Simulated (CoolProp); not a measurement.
The fluid at 338.5 K and 5.12 MPa flows at 0.93 m/s in a round tube of 12.7 mm bore and 0.25 µm roughness, fully developed (64/Re and Nu = 3.66 if laminar; Colebrook and Gnielinski if turbulent). The same conditions are run with several fluids, on thermodynamics alone (safety and materials aside).

Computed with CoolProp (reference Helmholtz-energy equation of state of each fluid (R22: Kamei 1995; propylene: Lemmon 2013; R141b: Lemmon 2006; ethanol: Schroeder 2014; R123: Younglove 1994)).

**Question.** Rank R22, propylene, R141b, ethanol, R123 by Reynolds number, highest first.

**Answer.** R22 (143000), propylene (75700), R123 (55900), R141b (48600), ethanol (16000)

```tsv
fluid	Darcy friction factor	pressure drop (Pa/m)	heat-transfer coefficient (W/(m² K))	mass flow (kg/h)
R22	0.0168	595	2300	440
propylene	0.0192	288	2090	187
R141b	0.0211	838	1660	495
ethanol	0.0274	704	1720	320
R123	0.0205	958	1610	583
```

Transport values come from each fluid's own correlations; those of R22, propylene, R141b are estimates that may be off by 10 % or more.
